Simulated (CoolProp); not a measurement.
Vapour-liquid equilibrium of propane (1) + dimethyl ether (2) at 68.05 °C; x and y are mole fractions of (1).

Model: multi-fluid Helmholtz-energy mixture model, Lemmon 2009 and Wu 2011; pair parameters Bell 2016, in CoolProp.

```tsv
x	bubble pressure (kPa)	y at the bubble point	dew pressure at overall composition x (kPa)	liquid density (mol/L)
0.05	1823	[?]	1787	[?]
0.2	2050	0.277	1958	11.75
0.35	2225	0.427	[?]	11.13
0.5	2356	0.557	[?]	10.57
0.65	2447	0.680	[?]	10.08
0.8	2498	0.808	2497	[?]
0.95	2501	0.948	2501	9.354
```

**Question.** Complete the blanks.

**Answer.** 
- 0.05, y at the bubble point: 0.082
- 0.05, liquid density (mol/L): 12.42
- 0.35, dew pressure at overall composition x (kPa): 2136
- 0.5, dew pressure at overall composition x (kPa): 2302
- 0.65, dew pressure at overall composition x (kPa): 2429
- 0.8, liquid density (mol/L): 9.671

y crosses x between x = 0.8 and 0.95: the model has an azeotrope there.

Pair parameters are fitted to limited data, so mixtures are less certain than the pure fluids.
